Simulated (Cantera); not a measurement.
## Gas activation for diamond growth

An isothermal, constant-pressure homogeneous reactor starts with 2.15 % CH4, 97.7 % H2, 0.186 % N2, at 2373 K and 10.00 Torr.

Detailed kinetics in Cantera: GRI-Mech 3.0 (53 species, 325 reactions). GRI-Mech 3.0 stops at C3 and has no aromatics, soot or wall deposition, so with more carbon than oxygen in the feed, carbon stays in small species such as C2H2 where larger ones or solid carbon would form. Radical loss at walls, strong at low pressure, is not modelled.

```json
[
 {"t (s)": "2.00e-5", "x CH4": "0.0214", "x H2": "0.977", "x C2H6": "5.25e-10", "x HCN": "<1e-12", "x C2H2": "4.45e-11", "x C2H": "<1e-12"},
 {"t (s)": "5.97e-5", "x CH4": "0.0212", "x H2": "0.976", "x C2H6": "7.70e-9", "x HCN": "<1e-12", "x C2H2": "4.27e-9", "x C2H": "<1e-12"},
 {"t (s)": "0.000178", "x CH4": "0.0208", "x H2": "0.975", "x C2H6": "6.87e-8", "x HCN": "2.17e-12", "x C2H2": "3.42e-7", "x C2H": "2.92e-11"},
 {"t (s)": "0.000533", "x CH4": "0.0196", "x H2": "0.972", "x C2H6": "4.17e-7", "x HCN": "1.29e-10", "x C2H2": "2.29e-5", "x C2H": "5.86e-9"},
 {"t (s)": "0.00159", "x CH4": "0.0157", "x H2": "0.965", "x C2H6": "1.13e-6", "x HCN": "7.34e-9", "x C2H2": "0.000772", "x C2H": "5.42e-7"},
 {"t (s)": "0.00476", "x CH4": "0.00642", "x H2": "0.960", "x C2H6": "3.68e-7", "x HCN": "1.32e-7", "x C2H2": "0.00576", "x C2H": "7.40e-6"},
 {"t (s)": "0.0142", "x CH4": "0.00109", "x H2": "0.956", "x C2H6": "1.43e-8", "x HCN": "5.45e-7", "x C2H2": "0.00945", "x C2H": "1.67e-5"},
 {"t (s)": "0.0424", "x CH4": "0.000162", "x H2": "0.948", "x C2H6": "3.88e-10", "x HCN": "1.08e-6", "x C2H2": "0.0101", "x C2H": "2.32e-5"},
 {"t (s)": "0.127", "x CH4": "2.48e-5", "x H2": "0.934", "x C2H6": "1.13e-11", "x HCN": "1.67e-6", "x C2H2": "0.0102", "x C2H": "3.16e-5"},
 {"t (s)": "0.379", "x CH4": "5.73e-6", "x H2": "0.909", "x C2H6": "<1e-12", "x HCN": "2.63e-6", "x C2H2": "0.0100", "x C2H": "4.74e-5"},
 {"t (s)": "1.13", "x CH4": "2.84e-6", "x H2": "0.880", "x C2H6": "<1e-12", "x HCN": "6.54e-6", "x C2H2": "0.00987", "x C2H": "6.52e-5"},
 {"t (s)": "3.38", "x CH4": "2.51e-6", "x H2": "0.874", "x C2H6": "<1e-12", "x HCN": "2.09e-5", "x C2H2": "0.00983", "x C2H": "6.90e-5"},
 {"t (s)": "10.1", "x CH4": "2.50e-6", "x H2": "0.874", "x C2H6": "<1e-12", "x HCN": "6.27e-5", "x C2H2": "0.00981", "x C2H": "6.89e-5"},
 {"t (s)": "30.1", "x CH4": "2.50e-6", "x H2": "0.874", "x C2H6": "<1e-12", "x HCN": "0.000174", "x C2H2": "0.00975", "x C2H": "6.85e-5"},
 {"t (s)": "90.0", "x CH4": "2.49e-6", "x H2": "0.874", "x C2H6": "<1e-12", "x HCN": "0.000430", "x C2H2": "0.00963", "x C2H": "6.76e-5"}
]
```
x: mole fraction; the columns are a selection and need not sum to one.

Equilibrium at this temperature and pressure: CH4 2.43e-6, H2 0.874, C2H6 <1e-12, HCN 0.00200, C2H2 0.00884, C2H 6.21e-5 (gas phase only).
